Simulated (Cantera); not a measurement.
Input (Python, Cantera):

```python
import numpy as np
import cantera as ct

gas = ct.Solution("gri30.yaml")


def delay(T, t_max=10):
    gas.TPX = T, 190000, {'CH4': 1, 'O2': 1.82, 'N2': 6.84}
    reactor = ct.IdealGasConstPressureReactor(gas, clone=False)
    net = ct.ReactorNet([reactor])
    net.rtol, net.atol = 1e-8, 1e-16
    while net.time < t_max:
        t_old, T_old = net.time, reactor.T
        net.step()
        if reactor.T > T + 400:  # ignition: a rise of 400 K
            return t_old + (T + 400 - T_old) / (reactor.T - T_old) * (net.time - t_old)
    return np.nan


taus = []
for T in [1225, 1300, 1375, 1450, 1525, 1600, 1675, 1750, 1825, 1900]:
    taus.append(delay(T))
    print(f"T0 = {T:6g} K   tau = {taus[-1]:.4e} s")
```

Output:

```
T0 =   1225 K   tau = 1.9388e-02 s
T0 =   1300 K   tau = 7.3128e-03 s
T0 =   1375 K   tau = 2.9489e-03 s
T0 =   1450 K   tau = 1.2680e-03 s
T0 =   1525 K   tau = 5.8364e-04 s
T0 =   1600 K   tau = 2.8932e-04 s
T0 =   1675 K   tau = 1.5475e-04 s
T0 =   1750 K   tau = 8.8881e-05 s
T0 =   1825 K   tau = 5.4328e-05 s
T0 =   1900 K   tau = 3.5001e-05 s
```

Cantera simulation using GRI-Mech 3.0 (53 species, 325 reactions); the numbers are that mechanism's predictions, not measurements.
